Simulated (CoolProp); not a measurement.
n-perfluorohexane along the isotherm 450 K: fugacity coefficient from the reference equation and from simpler models built on Tc = 448.0 K, pc = 17.42 bar, ω = 0.497; each cubic takes its own stable root.

Model: reference Helmholtz-energy equation of state, Gao 2022, in CoolProp.

| p (bar) | phase | reference |
|---|---|---|
| 0.871 | gas | 0.9828 |
| 1.74 | gas | 0.9657 |
| 2.61 | gas | 0.9487 |
| 3.48 | gas | 0.9318 |
| 4.35 | gas | 0.9149 |
| 5.22 | gas | 0.8981 |
| 6.1 | gas | 0.8811 |
| 6.97 | gas | 0.8644 |
| 7.84 | gas | 0.8477 |
| 8.71 | gas | 0.8310 |

Problem. How far does each simpler model (Redlich-Kwong, Peng-Robinson) lie from the reference over these 10 states: mean and median of the absolute difference, and the worst?

Solution. 
- Redlich-Kwong: mean 0.3 %, median 0.3 %, worst +0.6 % at 450 K and 8.71 bar
- Peng-Robinson: mean 0.7 %, median 0.7 %, worst -1.1 % at 450 K and 8.71 bar
